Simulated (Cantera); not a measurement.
Charge: 1 mol Cu2O, 0.8 mol CH4, 0.12 mol H2, equilibrated at 1723.15 K and 0.0130 bar.

Cantera equilibrium calculation (NASA polynomials, part measured and part estimated; ideal gas, pure solids and liquids). Candidate condensed phases: C, C6H6, C7H8, C8H18, Cu, CuO, Cu(OH)2, Cu2O, H2O; 113 gas species. Kinetics and transport are ignored.

### Question
What is the equilibrium state?

### Answer
```json
{
 "x(H2)": "0.602",
 "x(CO)": "0.302",
 "x(H2O)": "0.0682",
 "x(Cu)": "0.0164",
 "x(CO2)": "0.00976",
 "x(H)": "0.00124",
 "x(Cu2)": "2.22e-5",
 "x(OH)": "7.72e-6",
 "n(Cu(l))": "1.96 mol",
 "gas_amount": "2.564 mol",
 "log10 activity of C(graphite) (absent)": "-4.83"
}
```
